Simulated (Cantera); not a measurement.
A perfectly stirred reactor is fed with CH4 : C2H6 : O2 : N2 : CO2 = 1 : 1.4 : 5.75 : 21.6 : 0.6 (molar parts), at 1.10 bar; it is adiabatic with a 375 K inlet, and is followed from long to short residence time, starting on the burning branch (τ in s: 0.19, 0.072, 0.027, 0.0099, 0.0037, 0.0014, 0.00051, 0.00019, 7e-05).

Computed with Cantera and GRI-Mech 3.0 (53 species, 325 reactions).

Problem. Predict: blow-out, bracketed by the residence times tried; x(CH4) at τ = 0.190 s; x(C2H6) at τ = 0.190 s; x(O2) at τ = 0.190 s; x(HCO) at τ = 0.190 s; x(NO2) at τ = 0.190 s; x(CH4) at τ = 3.70 ms; x(C2H6) at τ = 3.70 ms; x(O2) at τ = 3.70 ms; x(HCO) at τ = 3.70 ms; x(NO2) at τ = 3.70 ms.

Solution. 
```
Item                                                                            Value
------------------------------------------------  -----------------------------------
blow-out, bracketed by the residence times tried  burning at 0.190 ms, out at 70.0 µs
x(CH4) at τ = 0.190 s                                                         3.89e-6
x(C2H6) at τ = 0.190 s                                                        1.45e-7
x(O2) at τ = 0.190 s                                                         0.000264
x(HCO) at τ = 0.190 s                                                         3.66e-8
x(NO2) at τ = 0.190 s                                                         9.88e-9
x(CH4) at τ = 3.70 ms                                                         2.19e-5
x(C2H6) at τ = 3.70 ms                                                        4.23e-6
x(O2) at τ = 3.70 ms                                                          0.00270
x(HCO) at τ = 3.70 ms                                                         8.37e-7
x(NO2) at τ = 3.70 ms                                                         1.55e-8
```
